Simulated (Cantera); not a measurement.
# Gas-phase reforming

An isothermal, constant-pressure homogeneous reactor starts with CH₄ : CO₂ : H₂ = 1 : 1.6 : 0.35 (molar parts), at 1375 K and 101000 Pa.

Model: GRI-Mech 3.0 (53 species, 325 reactions), integrated in Cantera.

| t (s) | x CH₄ | x CO₂ | x H₂ | x O | x H₂O₂ |
|---|---|---|---|---|---|
| 7.00e-6 | 0.339 | 0.542 | 0.119 | <1e-12 | <1e-12 |
| 4.13e-5 | 0.339 | 0.542 | 0.119 | <1e-12 | <1e-12 |
| 0.000243 | 0.339 | 0.542 | 0.119 | <1e-12 | <1e-12 |
| 0.00143 | 0.339 | 0.542 | 0.119 | <1e-12 | <1e-12 |
| 0.00844 | 0.339 | 0.542 | 0.119 | <1e-12 | <1e-12 |
| 0.0498 | 0.338 | 0.541 | 0.118 | <1e-12 | <1e-12 |
| 0.293 | 0.331 | 0.532 | 0.117 | <1e-12 | <1e-12 |
| 1.73 | 0.293 | 0.477 | 0.116 | <1e-12 | <1e-12 |
| 10.2 | 0.153 | 0.280 | 0.121 | <1e-12 | <1e-12 |
| 60.0 | 0.0755 | 0.160 | 0.189 | <1e-12 | <1e-12 |
x: mole fraction; the columns are a selection and need not sum to one.

Equilibrium at this temperature and pressure: CH₄ 9.10e-6, CO₂ 0.0447, H₂ 0.398, O <1e-12, H₂O₂ <1e-12 (gas phase only).
